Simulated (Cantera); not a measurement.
A closed system holds: 1 mol Si, 0.0017 mol H₂O, 5.4 mol H₂, equilibrated at 0.100 bar.

Method: chemical equilibrium by Gibbs-energy minimisation in Cantera with the NASA 1993 tables (ideal gas, pure condensed phases). Candidate condensed phases: H₂O, Si, SiO₂; 18 gas species. Gases not in the tables: Si₂H₆ and higher silanes. Kinetics and transport are ignored.

Problem. At 1800 K, list the 6 most abundant gas species with their mole fractions, and the condensed phases.

Solution. H₂ 0.998, H 0.00113, SiO 0.000314, Si 3.18e-5, SiH₂ 2.99e-5, SiH 1.14e-5. Condensed: Si(l).
